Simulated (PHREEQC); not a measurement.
Brine: speciation

Make-up at 25 °C: 4.1 mol/kgw NaBr, 0.32 mol/kgw KCl and 2.2e-05 mol/kgw H4SiO4. Closed to the air; pH follows from the charge balance.

Equilibrium calculation in PHREEQC: Pitzer model, pitzer.dat.

Each row changes one thing in this solution. No solid was allowed to form.

```
case                                                pH  H3SiO4- (mol/kgw)  SI of SiO2(a) (SiO2)
------------------------------------------  ----------  -----------------  --------------------
as made                                           6.34            4.92e-8                 -1.62
KCl from 0.32 to 0.16 mol/kgw                     6.34            4.91e-8                 -1.63
NaBr from 4.1 to 3.69 mol/kgw                     6.39            5.05e-8                 -1.66
NaBr replaced by NaOH at the same molality       14.75            1.19e-8                -10.42
0.29 mol/kgw Na2SO4 added                         6.57            9.21e-8            (withheld)
diluted 10-fold with water                  (withheld)            5.18e-9            (withheld)
temperature from 25 to 35 °C                      6.23            5.24e-8                 -1.72
NaBr replaced by KBr at the same molality         6.64            5.69e-8                 -1.75
KCl left out                                      6.35            4.89e-8                 -1.64
```

Fill in the missing entries.


- 0.29 mol/kgw Na2SO4 added, SI of SiO2(a) (SiO2): -1.60
- diluted 10-fold with water, pH: 6.93
- diluted 10-fold with water, SI of SiO2(a) (SiO2): -2.96

In brines, pH and single-ion activities rest on the MacInnes convention.
